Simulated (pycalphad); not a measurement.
An equivalent pycalphad script:

```python
from pycalphad import Database, equilibrium, calculate, variables as v
import numpy as np
db = Database('COST507.tdb')
comps = ['HF', 'TI', 'B', 'VA']
phases = ['B2M', 'B2TI', 'B4M3', 'B4TI3', 'BCC_A2', 'BETA_RHOMBO_B', 'BM', 'BTI', 'HCP_A3', 'LIQUID']
eq = equilibrium(db, comps, phases, {v.X('TI'): 0.707, v.X('B'): 0.017, v.T: np.arange(3850, 499, -100), v.P: 101325, v.N: 1}, output=['HM', 'SM'])
```

All values are pycalphad results on the COST 507 light-alloy database (1999) (1 atm), not direct measurements. No gas phase is included, though pure Ti would boil below 3850 K. The data set is of 1999 and partly superseded. Amounts are mole fractions of atoms. Diffusion is slow at the low end, where real alloys seldom reach equilibrium.

Results at three of the temperatures:

```
T = 3350.00 K, P = 101325 Pa, N = 1 mol of atoms
G = -310674 J/mol, H = 133713 J/mol, S = 132.65 J/(mol K)  (SER reference)
chemical potentials (J/mol): Hf -360729, Ti -290178, B -350425
phase             fraction      x(Hf)      x(Ti)       x(B)
LIQUID              1.0000     0.2760     0.7070     0.0170
```

```
T = 1650.00 K, P = 101325 Pa, N = 1 mol of atoms
G = -110990 J/mol, H = 44310 J/mol, S = 94.12 J/(mol K)  (SER reference)
chemical potentials (J/mol): Hf -133876, Ti -100067, B -193676
phase             fraction      x(Hf)      x(Ti)       x(B)
BCC_A2              0.9698     0.2830     0.7150     0.0019
BM                  0.0302     0.0501     0.4499     0.5000
```

```
T = 1350.00 K, P = 101325 Pa, N = 1 mol of atoms
G = -83682 J/mol, H = 34857 J/mol, S = 87.81 J/(mol K)  (SER reference)
chemical potentials (J/mol): Hf -100997, Ti -74513, B -183918
phase             fraction      x(Hf)      x(Ti)       x(B)
BCC_A2              0.9679     0.2839     0.7152   0.000959
BM                  0.0321     0.0396     0.4604     0.5000
```

Changes of the phase set, refined by bisection:

| T (K) | phases above | phases below |
|---|---|---|
| 1926.4 | LIQUID | BCC_A2 + LIQUID |
| 1837.2 | BCC_A2 + LIQUID | BCC_A2 + BM + LIQUID |
| 1836.7 | BCC_A2 + BM + LIQUID | BCC_A2 + BM |
| 1075.2 | BCC_A2 + BM | BCC_A2 + BM + HCP_A3 |
| 1070.5 | BCC_A2 + BM + HCP_A3 | BM + HCP_A3 |

Database names, with the compositions (at.%) that they take in these runs: BM: Ti 45-50 B 50 Hf 0-5. BCC_A2 is bcc; HCP_A3 is hcp.
